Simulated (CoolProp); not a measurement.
n-perfluoropentane along the isotherm 450.6 K: fugacity coefficient from the reference equation and from simpler models built on Tc = 421.0 K, pc = 2.063 MPa, ω = 0.436; each cubic takes its own stable root.

Computed with CoolProp (reference Helmholtz-energy equation of state, Gao 2022).

```json
[
 {"p (MPa)": "0.309", "phase": "gas", "reference": "0.9606"},
 {"p (MPa)": "0.619", "phase": "gas", "reference": "0.9215"},
 {"p (MPa)": "0.928", "phase": "gas", "reference": "0.8831"},
 {"p (MPa)": "1.24", "phase": "gas", "reference": "0.8447"},
 {"p (MPa)": "1.55", "phase": "gas", "reference": "0.8069"},
 {"p (MPa)": "1.86", "phase": "gas", "reference": "0.7695"},
 {"p (MPa)": "2.17", "phase": "supercritical", "reference": "0.7325"},
 {"p (MPa)": "2.48", "phase": "supercritical", "reference": "0.6958"},
 {"p (MPa)": "2.78", "phase": "supercritical", "reference": "0.6605"},
 {"p (MPa)": "3.09", "phase": "supercritical", "reference": "0.6247"}
]
```

### Question
How far does each simpler model (Redlich-Kwong, Soave-Redlich-Kwong) lie from the reference over these 10 states: mean and median of the absolute difference, and the worst?

### Answer
- Redlich-Kwong: mean 1.4 %, median 1.2 %, worst -3.1 % at 450.6 K and 3.09 MPa
- Soave-Redlich-Kwong: mean 0.7 %, median 0.6 %, worst +1.7 % at 450.6 K and 3.09 MPa
